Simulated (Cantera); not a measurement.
An adiabatic, constant-pressure homogeneous reactor starts with 8.10 % CH4, 17.4 % O2, 65.6 % N2, 2.03 % H2O, 6.89 % CO2, equivalence ratio 0.93, at 1198 K and 760 Torr.

Model: GRI-Mech 3.0 (53 species, 325 reactions), integrated in Cantera.

One state of this run: T (K) = 2469; x CH4 = <1e-12; x O2 = 0.0216; x H2O = 0.167; x CH2O = 6.05e-11; x CO2 = 0.121; x NO = 0.00631. x: mole fraction; the columns are a selection and need not sum to one.

Problem. Which value of t (s) does it belong to?
(A) 0.439
(B) 0.000118
(C) 0.000611
(D) 0.0373

Solution. A, 0.439
